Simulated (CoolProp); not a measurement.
Methanol along the isobar 0.529 MPa: density (kg/m³) from the reference equation and from simpler models built on Tc = 240.2 °C, pc = 8.216 MPa, ω = 0.565; each cubic takes its own stable root.

Model: reference Helmholtz-energy equation of state, de Reuck 1993, in CoolProp.

```csv
T (°C),phase,reference
-26.95,liquid,835.5
-11.25,liquid,820.7
4.35,liquid,806.0
19.95,liquid,791.5
35.55,liquid,776.8
51.25,liquid,761.9
66.85,liquid,746.5
82.45,liquid,730.5
98.05,liquid,713.5
```

Question: How far does each simpler model (van der Waals, Redlich-Kwong) lie from the reference over these 9 states: mean and median of the absolute difference, and the worst?

Answer: 
- van der Waals: mean 83.1 %, median 99.1 %, worst -99.2 % at 98.05 °C and 0.529 MPa
- Redlich-Kwong: mean 43.7 %, median 28.0 %, worst -99.2 % at 98.05 °C and 0.529 MPa

At some of these states van der Waals, Redlich-Kwong gives the other phase, because its saturation line lies elsewhere.
